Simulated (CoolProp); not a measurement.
Ethanol along the isotherm 437.4 K: density (kg/m³) from the reference equation and from simpler models built on Tc = 514.7 K, pc = 6.268 MPa, ω = 0.644; each cubic takes its own stable root.

Values from CoolProp's reference Helmholtz-energy equation of state, Schroeder 2014.

```
p (MPa)   phase  reference  van der Waals  Soave-Redlich-Kwong  Peng-Robinson
-------  ------  ---------  -------------  -------------------  -------------
0.209       gas      2.708          2.687                2.705          2.709
0.418       gas      5.550          5.458                5.535          5.552
0.627       gas      8.547          8.322                8.507          8.546
0.836       gas      11.73          11.29                11.64          11.71
1.04        gas      15.04          14.29                14.88          15.00
1.25        gas      18.72          17.50                18.45          18.63
1.46     liquid      626.5          20.86                506.6          574.4
1.67     liquid      627.2          24.37                507.3          575.1
1.88     liquid      627.9          28.07                508.0          575.8
2.09     liquid      628.6          31.99                508.7          576.5
2.3      liquid      629.3          36.16                509.4          577.3
2.51     liquid      630.0          40.64                510.1          578.0
2.72     liquid      630.7          45.50                510.8          578.7
2.93     liquid      631.4          50.85                511.5          579.3
3.13     liquid      632.0          56.58                512.1          580.0
```

At some of these states van der Waals gives the other phase, because its saturation line lies elsewhere.
